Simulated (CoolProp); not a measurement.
Vapour-liquid equilibrium of CHF3 (R23) (1) + CH2F2 (R32) (2) at -67.85 °C; x and y are mole fractions of (1).

Values from CoolProp's multi-fluid Helmholtz-energy mixture model, Penoncello 2003 and Tillner-Roth 1997; pair parameters Bell 2016.

| x | bubble pressure (bar) | y at the bubble point | dew pressure at overall composition x (bar) | liquid density (mol/L) |
|---|---|---|---|---|
| 0.05 | 0.5007 | 0.215 | 0.4294 | 23.93 |
| 0.125 | 0.6345 | 0.425 | 0.4591 | 23.58 |
| 0.2 | 0.7680 | 0.562 | 0.4933 | 23.25 |
| 0.275 | 0.9007 | 0.659 | 0.5329 | 22.91 |
| 0.35 | 1.033 | 0.731 | 0.5793 | 22.59 |
| 0.425 | 1.163 | 0.786 | 0.6345 | 22.26 |
| 0.5 | 1.293 | 0.831 | 0.7011 | 21.94 |
| 0.575 | 1.422 | 0.867 | 0.7832 | 21.62 |
| 0.65 | 1.550 | 0.898 | 0.8867 | 21.31 |
| 0.725 | 1.678 | 0.925 | 1.021 | 20.99 |
| 0.8 | 1.806 | 0.948 | 1.201 | 20.68 |
| 0.875 | 1.936 | 0.969 | 1.452 | 20.37 |
| 0.95 | 2.067 | 0.988 | 1.817 | 20.06 |

No azeotrope shows between x = 0.05 and 0.95.

The pair parameters rest on a limited set of measurements; away from them the model extrapolates.
